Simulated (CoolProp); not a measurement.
Vapour-liquid equilibrium of R22 (1) + R11 (2) at 68.45 °C; x and y are mole fractions of (1).

Values from CoolProp's multi-fluid Helmholtz-energy mixture model, Kamei 1995 and Jacobsen 1992; pair parameters Bell 2016.

```json
[
 {"x": "0.05", "bubble pressure, mixture model (MPa)": "0.5458", "bubble pressure, Raoult's law (MPa)": "0.5178", "y, mixture model": "0.290", "y, Raoult's law": "0.280"},
 {"x": "0.2", "bubble pressure, mixture model (MPa)": "0.9574", "bubble pressure, Raoult's law (MPa)": "0.8944", "y, mixture model": "0.617", "y, Raoult's law": "0.649"},
 {"x": "0.35", "bubble pressure, mixture model (MPa)": "1.316", "bubble pressure, Raoult's law (MPa)": "1.271", "y, mixture model": "0.744", "y, Raoult's law": "0.799"},
 {"x": "0.5", "bubble pressure, mixture model (MPa)": "1.650", "bubble pressure, Raoult's law (MPa)": "1.648", "y, mixture model": "0.819", "y, Raoult's law": "0.881"},
 {"x": "0.65", "bubble pressure, mixture model (MPa)": "1.982", "bubble pressure, Raoult's law (MPa)": "2.024", "y, mixture model": "0.876", "y, Raoult's law": "0.932"},
 {"x": "0.8", "bubble pressure, mixture model (MPa)": "2.340", "bubble pressure, Raoult's law (MPa)": "2.401", "y, mixture model": "0.927", "y, Raoult's law": "0.967"},
 {"x": "0.95", "bubble pressure, mixture model (MPa)": "2.749", "bubble pressure, Raoult's law (MPa)": "2.778", "y, mixture model": "0.980", "y, Raoult's law": "0.993"}
]
```

The largest gap from Raoult's law is +7.0 % in bubble pressure, at x = 0.2. No azeotrope shows between x = 0.05 and 0.95.

Pair parameters are fitted to limited data, so mixtures are less certain than the pure fluids. The gap from Raoult's law changes sign with composition, which may be real or a fault of the pair parameters; it wasn't checked against measurements.
